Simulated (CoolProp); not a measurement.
Properties of toluene along the isotherm 346.85 °C.

Values from CoolProp's reference Helmholtz-energy equation of state, Lemmon 2006. It is a short technical equation, of lower accuracy than the large ones.

```
p (kPa)          phase  cp (kJ/(kg K))  speed of sound (m/s)  Joule-Thomson coefficient (K/MPa)
-------  -------------  --------------  --------------------  ---------------------------------
442                gas           2.204                 234.0                              6.747
884                gas           2.233                 226.1                              7.096
1330               gas               …                 217.7                                  …
1770               gas           2.312                     …                              7.936
2210               gas           2.368                 199.7                              8.440
2650               gas           2.440                     …                              9.018
3090               gas               …                 179.4                              9.682
3540               gas           2.684                 168.1                              10.46
3980               gas               …                     …                              11.34
4420     supercritical           3.269                 143.5                              12.30
4860     supercritical           3.985                 129.8                              13.26
5310     supercritical               …                 116.8                              13.30
5750     supercritical           5.534                 123.5                              9.399
6190     supercritical           4.305                 150.6                              5.762
```

### Question
Some entries are withheld; supply them.

### Answer

- 1330, cp (kJ/(kg K)): 2.269
- 1330, Joule-Thomson coefficient (K/MPa): 7.493
- 1770, speed of sound (m/s): 208.9
- 2650, speed of sound (m/s): 189.9
- 3090, cp (kJ/(kg K)): 2.539
- 3980, cp (kJ/(kg K)): 2.902
- 3980, speed of sound (m/s): 156.2
- 5310, cp (kJ/(kg K)): 5.552
